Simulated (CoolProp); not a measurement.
Properties of normal hydrogen along the isobar 3.62 bar (Tc = -240.0 °C, pc = 12.96 bar, ω = -0.219).

Values from CoolProp's reference Helmholtz-energy equation of state, Leachman 2009.

```
T (°C)   phase  density (kg/m³)  viscosity (µPa s)  Prandtl number  fugacity coefficient
-------  -----  ---------------  -----------------  --------------  --------------------
-245.85    gas            3.895               1.41           0.772                     …
-218.15    gas            1.631               2.63           0.672                0.9789
-190.45    gas            1.066               3.60           0.669                0.9959
-162.75    gas           0.7947                  …           0.680                 1.000
-134.95    gas           0.6339               5.21           0.685                 1.002
-107.25    gas           0.5278               5.93           0.686                 1.002
-79.55     gas           0.4522               6.60           0.686                 1.002
-51.85     gas           0.3956               7.24           0.685                 1.002
-24.15     gas           0.3517                  …           0.685                 1.002
3.55       gas           0.3165               8.45           0.685                 1.002
31.25      gas           0.2877               9.03           0.684                 1.002
59.05      gas           0.2637               9.59           0.684                 1.002
86.75      gas           0.2434               10.1           0.683                 1.002
```

### Question
What belongs in the gaps?

### Answer

- -245.85, fugacity coefficient: 0.8520
- -162.75, viscosity (µPa s): 4.44
- -24.15, viscosity (µPa s): 7.86

Viscosity comes from a separate model (Muzny 2013). Thermal conductivity comes from a separate model (Assael 2011).
